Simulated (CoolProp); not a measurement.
R142b along the isotherm 470 K: density (kg/m³) from the reference equation and from simpler models built on Tc = 410.3 K, pc = 40.55 bar, ω = 0.232; each cubic takes its own stable root.

Values from CoolProp's reference Helmholtz-energy equation of state, Lemmon 2006. It is a short technical equation, of lower accuracy than the large ones.

```
p (bar)          phase  reference
-------  -------------  ---------
22.5               gas      66.41
45.1     supercritical      160.8
67.6     supercritical      309.5
90.1     supercritical      489.2
113      supercritical      604.4
135      supercritical      669.4
158      supercritical      716.1
180      supercritical      749.8
203      supercritical      778.3
```

Question: How far does each simpler model (Redlich-Kwong, Soave-Redlich-Kwong) lie from the reference over these 9 states: mean and median of the absolute difference, and the worst?

Answer: 
- Redlich-Kwong: mean 5.3 %, median 6.9 %, worst -8.1 % at 470 K and 135 bar
- Soave-Redlich-Kwong: mean 9.3 %, median 11.0 %, worst -14.2 % at 470 K and 113 bar
